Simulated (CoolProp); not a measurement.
Model: reference Helmholtz-energy equation of state, Akasaka 2022, in CoolProp.

Task: For R1233zd(E), give the phase and the Z, speed of sound (m/s), Joule-Thomson coefficient (K/MPa), isothermal compressibility (1/MPa) at 450 K and 746 kPa; 450 K and 1490 kPa.

Result: 
- 450 K and 746 kPa: gas; Z 0.929, speed of sound 165, Joule-Thomson coefficient 10.0, isothermal compressibility 1.45
- 450 K and 1490 kPa: gas; Z 0.851, speed of sound 153, Joule-Thomson coefficient 11.0, isothermal compressibility 0.801
